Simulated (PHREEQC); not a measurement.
0.58 g of hydrous ferric oxide (600 m²/g; 0.2 weak and 0.005 strong sites per Fe, Dzombak-Morel constants, diffuse double layer) in 1 kg of water with 0.1 mol/kgw of an inert sodium salt and 0.0005 mol NiCl2, at 25 °C; the pH is set by adding NaOH or the inert anion's acid. Oxygen alone is held at its pressure in air (log pO2 = -0.68). The system is closed to CO2. Nothing may precipitate in this run.

Base run: PHREEQC, ion-association model, wateq4f.dat. Each further column changes one thing. The table gives surface charge σ (C/m²).

```csv
pH,base,background salt from 0.1 to 0.01 mol/kgw,oxide from 0.58 to 2.9 g/kgw,0.0028 mol/kgw CuSO4 added
3,0.363,0.330,0.364,0.080
3.75,0.338,0.254,0.339,0.079
4.5,0.273,0.167,0.274,0.080
4.88,0.230,0.130,0.231,0.087
5.62,0.149,0.074,0.149,0.118
6.38,0.088,0.040,0.086,0.151
7.12,0.060,0.026,0.045,0.161
7.5,0.051,0.022,0.028,0.156
8.25,0.029,0.012,0.000,0.124
9,0.004,0.001,-0.028,0.078
```

In at least one series the solution becomes supersaturated in solids that the run did not let form, among them Ni(OH)2. The oxide is taken as insoluble; below pH 4 it would dissolve. The database's constant for dissolved Cu(OH)2 is higher than later reviews accept.
